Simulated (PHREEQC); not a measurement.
Model water analysis in mg/kgw, 20 °C, pH 7.23, pe 9.7:

```
constituent         mg/kgw
------------------  ------
Na                    1.29
K                     4.22
Ca                      20
Mg                    2.24
Cl                    19.4
S(6) as SO4           25.3
Alkalinity as HCO3    14.4
Zn                   0.153
Pb                   0.079
N(5) as NO3          0.834
Cd                    2.47
Ba                   0.031
Br                   0.659
```

Valence states are taken as typed.

The numbers come from PHREEQC with the ion-association model, phreeqc.dat.

```
Quantity                        Value
--------------------  ---------------
ionic strength        0.00217 mol/kgw
specific conductance        145 µS/cm
charge-balance error            2.4 %
```

```csv
species,molality,activity,log γ
Cl-,0.000546,0.000519,-0.022
Ca+2,0.000484,0.000396,-0.087
SO4-2,0.000246,0.000201,-0.088
HCO3-,0.000233,0.000222,-0.022
K+,0.000108,0.000102,-0.022
Mg+2,8.89e-5,7.29e-5,-0.086
Na+,5.61e-5,5.33e-5,-0.022
CO2,3.14e-5,3.15e-5,0.000
Cd+2,2.00e-5,1.64e-5,-0.089
CaSO4,1.36e-5,1.36e-5,0.000
NO3-,1.34e-5,1.28e-5,-0.023
Br-,8.23e-6,7.81e-6,-0.023
```

This is a speciation only: nothing precipitates in the calculation. The solution is supersaturated, for example in Otavite, so a real one may precipitate; this is no full list.
